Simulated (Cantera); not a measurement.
**SiO2 + HCl + H2 (oxide etching and cleaning by halides)**

Feed: 1 mol SiO2, 88 mol HCl, 19 mol H2, at 0.100 bar.

Method: chemical equilibrium by Gibbs-energy minimisation in Cantera with the NASA 1993 tables (ideal gas, pure condensed phases). Candidate condensed phases: H2O, Si, SiO2; 30 gas species. The tables' values for SiCl3 are old estimates; treat these amounts as uncertain. The tables hold silica as quartz up to 1696 K and as liquid above; real silica turns to tridymite and cristobalite and melts near 1996 K. The numbers say what is thermodynamically allowed, not how fast it happens.

```
T (K)  x HCl   x H2     x H2O     x SiO      x Cl       x H   x SiCl2   x SiCl4  n SiO2(α-quartz)  n SiO2(β-quartz)  n SiO2(condensed)
-----  -----  -----  --------  --------  --------  --------  --------  --------  ----------------  ----------------  -----------------
700    0.822  0.178   8.00e-6    <1e-12    <1e-12    <1e-12    <1e-12   4.00e-6             1.000                 0                  0
800    0.822  0.178   2.04e-5    <1e-12  1.85e-11  3.86e-12    <1e-12   1.02e-5             0.999                 0                  0
900    0.822  0.178   4.19e-5    <1e-12  7.04e-10  1.56e-10    <1e-12   2.09e-5                 0             0.998                  0
1000   0.822  0.178   7.40e-5    <1e-12   1.30e-8   3.02e-9  3.53e-11   3.70e-5                 0             0.996                  0
1100   0.822  0.178  0.000118  3.16e-12   1.43e-7   3.45e-8   1.46e-9   5.86e-5                 0             0.994                  0
1200   0.822  0.178  0.000173  3.19e-10   1.06e-6   2.63e-7   3.17e-8   8.56e-5                 0             0.991                  0
1300   0.822  0.178  0.000242   1.55e-8   5.76e-6   1.47e-6   4.19e-7  0.000116                 0             0.987                  0
1400   0.822  0.178  0.000326   4.18e-7   2.47e-5   6.48e-6   3.65e-6  0.000146                 0             0.983                  0
1500   0.822  0.178  0.000444   6.86e-6   8.75e-5   2.35e-5   2.14e-5  0.000160                 0             0.976                  0
1600   0.821  0.177  0.000649   7.01e-5  0.000265   7.24e-5   7.96e-5  0.000139                 0             0.962                  0
1700   0.820  0.177   0.00111  0.000441  0.000706  0.000196  0.000167   8.11e-5                 0                 0              0.917
1800   0.818  0.176   0.00227   0.00170   0.00169  0.000475  0.000192   3.00e-5                 0                 0              0.787
```
x: gas mole fraction; n: condensed amount in mol.

From 700 K to 800 K the condensed part is SiO2(α-quartz). From 900 K to 1600 K the condensed part is SiO2(β-quartz). From 1700 K to 1800 K the condensed part is SiO2(condensed). The main Si-bearing gas is SiCl4 at 700 K and SiO at 1800 K. The share of Si in condensed phases is highest at 700 K (100.0 %) and lowest at 1800 K (78.7 %).
